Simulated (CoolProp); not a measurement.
R141b at several states: Z from the reference equation and from simpler models built on Tc = 477.5 K, pc = 4212 kPa, ω = 0.220; each cubic takes its own stable root.

The numbers come from the reference Helmholtz-energy equation of state, Lemmon 2006 in CoolProp. It is a short technical equation, of lower accuracy than the large ones.

```csv
T (K),p (kPa),phase,reference
477.5,43,gas,0.9967
379.2,571,gas,0.8931
372.8,4790,liquid,0.1655
403.6,64.9,gas,0.9912
```

Q: How far does each simpler model (Redlich-Kwong, Soave-Redlich-Kwong, Peng-Robinson) lie from the reference over these 4 states: mean and median of the absolute difference, and the worst?

A: 
- Redlich-Kwong: mean 3.6 %, median 0.6 %, worst +13.2 % at 372.8 K and 4790 kPa
- Soave-Redlich-Kwong: mean 2.5 %, median 0.2 %, worst +9.5 % at 372.8 K and 4790 kPa
- Peng-Robinson: mean 0.9 %, median 0.2 %, worst -3.1 % at 372.8 K and 4790 kPa
